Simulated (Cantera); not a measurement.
Source: NASA polynomial tables (part measured, part estimated), evaluated in Cantera. Values are per mole of reaction as written; species without (g) are pure solids or liquids, kept so even where they would boil at 1 bar.

2 NO(g) + 2 Ca(g) ⇌ N2(g) + 2 CaO

```
T (K)    ΔH° (kJ)   ΔS° (J/K)    ΔG° (kJ)     log10 K
-----  ----------  ----------  ----------  ----------
900    (withheld)  (withheld)  (withheld)  (withheld)
925       -1792.3      -435.9     -1389.1       78.44
950       -1791.6      -435.1     -1378.2       75.78
975       -1790.8      -434.3     -1367.3       73.25
1000      -1790.0      -433.6     -1356.5       70.85
1025      -1789.3      -432.8     -1345.6       68.57
1050   (withheld)  (withheld)  (withheld)  (withheld)
1075      -1787.7      -431.3     -1324.0       64.33
1100      -1786.9      -430.6     -1313.3       62.36
1125      -1786.2      -429.9     -1302.5       60.48
1150      -1785.4      -429.2     -1291.8       58.67
```

Problem. Complete the blanks.

Solution. 
- 900, ΔH° (kJ): -1793.1
- 900, ΔS° (J/K): -436.8
- 900, ΔG° (kJ): -1400.0
- 900, log10 K: 81.25
- 1050, ΔH° (kJ): -1788.5
- 1050, ΔS° (J/K): -432.1
- 1050, ΔG° (kJ): -1334.8
- 1050, log10 K: 66.40
